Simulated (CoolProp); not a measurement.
Values from CoolProp's reference Helmholtz-energy equation of state, de Reuck 1993.

Question: Give the vapour pressure (kPa), enthalpy of vaporisation (kJ/kg), liquid cp (kJ/(kg K)), vapour Z of saturated methanol at 319, 326.7, 380.5 K.

Answer: 
```json
[
 {"T (K)": "319", "p (kPa)": "46.4", "enthalpy of vaporisation (kJ/kg)": "1140", "liquid cp (kJ/(kg K))": "2.68", "vapour Z": "0.963"},
 {"T (K)": "326.7", "p (kPa)": "64.8", "enthalpy of vaporisation (kJ/kg)": "1120", "liquid cp (kJ/(kg K))": "2.74", "vapour Z": "0.957"},
 {"T (K)": "380.5", "p (kPa)": "444", "enthalpy of vaporisation (kJ/kg)": "1000", "liquid cp (kJ/(kg K))": "3.25", "vapour Z": "0.892"}
]
```
